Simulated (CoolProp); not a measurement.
Vapour-liquid equilibrium of isobutane (1) + n-butane (2) at -17.75 °C; x and y are mole fractions of (1).

Model: multi-fluid Helmholtz-energy mixture model, Bücker 2006 and Bücker 2006; pair parameters Kunz 2012, in CoolProp.

| x | bubble pressure, mixture model (kPa) | bubble pressure, Raoult's law (kPa) | y, mixture model | y, Raoult's law |
|---|---|---|---|---|
| 0.05 | 51.50 | 51.46 | 0.077 | 0.077 |
| 0.125 | 53.75 | 53.69 | 0.184 | 0.185 |
| 0.2 | 55.99 | 55.91 | 0.283 | 0.285 |
| 0.275 | 58.21 | 58.13 | 0.374 | 0.377 |
| 0.35 | 60.43 | 60.35 | 0.458 | 0.462 |
| 0.425 | 62.64 | 62.57 | 0.537 | 0.541 |
| 0.5 | 64.85 | 64.79 | 0.610 | 0.614 |
| 0.575 | 67.06 | 67.02 | 0.679 | 0.683 |
| 0.65 | 69.26 | 69.24 | 0.744 | 0.747 |
| 0.725 | 71.47 | 71.46 | 0.804 | 0.808 |
| 0.8 | 73.68 | 73.68 | 0.862 | 0.864 |
| 0.875 | 75.90 | 75.90 | 0.916 | 0.918 |
| 0.95 | 78.12 | 78.13 | 0.967 | 0.968 |

The largest gap from Raoult's law is +0.1 % in bubble pressure, at x = 0.275. No azeotrope shows between x = 0.05 and 0.95.

The pair parameters rest on a limited set of measurements; away from them the model extrapolates.
